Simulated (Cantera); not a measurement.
A jet of 1.11 % CH4, 10.9 % O2, 88.0 % N2, equivalence ratio 0.20 at 300 K and 0.138 atm hits a platinum plate 4.7 cm away at a mass flux of 0.078 kg/m²/s; the plate temperature is set and raised in steps from an oxygen-covered start.

Model: Deutschmann's 1995 Pt surface mechanism with GRI-Mech 3.0 gas chemistry, integrated in Cantera. Catalytic surfaces can have several steady states; this one follows from the mechanism file's or the stated starting coverage.

x: mole fraction at the wall; θ: surface coverage.

```json
[
 {"plate T (K)": "900", "wall x CH4": "0.00721", "wall x O2": "0.101", "wall x H2O": "0.00732", "wall x OH": "1.53e-8", "wall x CO": "2.61e-6", "wall x CO2": "0.00480", "θ free Pt": "0.182", "θ O*": "0.817"},
 {"plate T (K)": "950", "wall x CH4": "0.00543", "wall x O2": "0.0970", "wall x H2O": "0.0106", "wall x OH": "4.95e-8", "wall x CO": "2.70e-6", "wall x CO2": "0.00696", "θ free Pt": "0.245", "θ O*": "0.754"},
 {"plate T (K)": "1000", "wall x CH4": "0.00402", "wall x O2": "0.0940", "wall x H2O": "0.0132", "wall x OH": "1.36e-7", "wall x CO": "2.69e-6", "wall x CO2": "0.00866", "θ free Pt": "0.312", "θ O*": "0.687"},
 {"plate T (K)": "1050", "wall x CH4": "…", "wall x O2": "0.0919", "wall x H2O": "0.0150", "wall x OH": "…", "wall x CO": "2.67e-6", "wall x CO2": "0.00987", "θ free Pt": "…", "θ O*": "…"},
 {"plate T (K)": "1100", "wall x CH4": "0.00233", "wall x O2": "0.0905", "wall x H2O": "0.0162", "wall x OH": "7.21e-7", "wall x CO": "2.69e-6", "wall x CO2": "0.0107", "θ free Pt": "0.444", "θ O*": "0.555"},
 {"plate T (K)": "1150", "wall x CH4": "…", "wall x O2": "0.0895", "wall x H2O": "0.0171", "wall x OH": "…", "wall x CO": "2.77e-6", "wall x CO2": "0.0112", "θ free Pt": "…", "θ O*": "…"}
]
```

### Question
What belongs in the gaps?

### Answer

- 1050, wall x CH4: 0.00302
- 1050, wall x OH: 3.29e-7
- 1050, θ free Pt: 0.378
- 1050, θ O*: 0.621
- 1150, wall x CH4: 0.00185
- 1150, wall x OH: 1.45e-6
- 1150, θ free Pt: 0.508
- 1150, θ O*: 0.492
